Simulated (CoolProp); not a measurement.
A simple Rankine cycle with carbonyl sulfide: condensing at 309.15 K, boiler at 3.93 MPa, turbine inlet 501 K, turbine efficiency 0.8, pump efficiency 0.7, no recuperator. Each further row changes one setting.

The numbers come from the reference Helmholtz-energy equation of state, Lemmon 2006 in CoolProp. It is a short technical equation, of lower accuracy than the large ones.

| case | thermal efficiency (%) | net work (kJ/kg) | heat in (kJ/kg) | turbine exit temperature (K) | volume ratio over the turbine |
|---|---|---|---|---|---|
| as stated | 9.8 | [?] | 381 | 438.0 | 2.13 |
| turbine inlet 521 K | 9.9 | 39.4 | 399 | 457.0 | [?] |
| condensing temperature 301.15 K | 11.5 | [?] | [?] | 425.6 | [?] |
| boiler pressure 2.75 MPa | 6.0 | [?] | 389 | [?] | 1.55 |
| turbine efficiency 0.7 | 8.5 | [?] | 381 | 444.0 | 2.16 |

Q: Complete the blanks.

A: 
- as stated, net work (kJ/kg): 37.3
- turbine inlet 521 K, volume ratio over the turbine: 2.12
- condensing temperature 301.15 K, net work (kJ/kg): 45.2
- condensing temperature 301.15 K, heat in (kJ/kg): 392
- condensing temperature 301.15 K, volume ratio over the turbine: 2.51
- boiler pressure 2.75 MPa, net work (kJ/kg): 23.5
- boiler pressure 2.75 MPa, turbine exit temperature (K): 464.4
- turbine efficiency 0.7, net work (kJ/kg): 32.2
